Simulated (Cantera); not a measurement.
# Low-pressure radical oxidation in H2/O2

An isothermal, constant-pressure homogeneous reactor starts with 19.4 % H2, 80.6 % O2, at 1425 K and 20.0 Torr.

Model: GRI-Mech 3.0 (53 species, 325 reactions), integrated in Cantera. Radical loss at walls, strong at low pressure, is not modelled. The temperature is held fixed by assumption; the heat of reaction is taken as removed at once.

```csv
t (s),x H2,x O2,x HO2,x O,x H2O
0.000100,0.193,0.806,1.06e-6,1.91e-5,4.32e-5
0.000203,0.174,0.794,4.81e-6,0.00603,0.0138
0.000412,0.0101,0.681,1.00e-5,0.0890,0.148
0.000835,0.00914,0.687,1.01e-5,0.0846,0.154
0.00169,0.00824,0.700,1.04e-5,0.0737,0.162
0.00344,0.00654,0.721,1.05e-5,0.0557,0.175
0.00697,0.00397,0.748,9.92e-6,0.0321,0.192
0.0141,0.00160,0.770,7.41e-6,0.0125,0.205
0.0287,0.000457,0.781,3.78e-6,0.00352,0.211
0.0582,0.000119,0.784,1.43e-6,0.000912,0.213
0.118,3.38e-5,0.785,5.20e-7,0.000259,0.214
0.240,1.10e-5,0.785,2.30e-7,8.43e-5,0.214
0.486,4.07e-6,0.786,1.53e-7,3.14e-5,0.214
0.986,1.80e-6,0.786,1.53e-7,1.39e-5,0.214
2.00,1.11e-6,0.786,1.70e-7,8.56e-6,0.214
```
x: mole fraction; the columns are a selection and need not sum to one.

Equilibrium at this temperature and pressure: H2 9.81e-7, O2 0.786, HO2 1.76e-7, O 7.58e-6, H2O 0.214 (gas phase only).
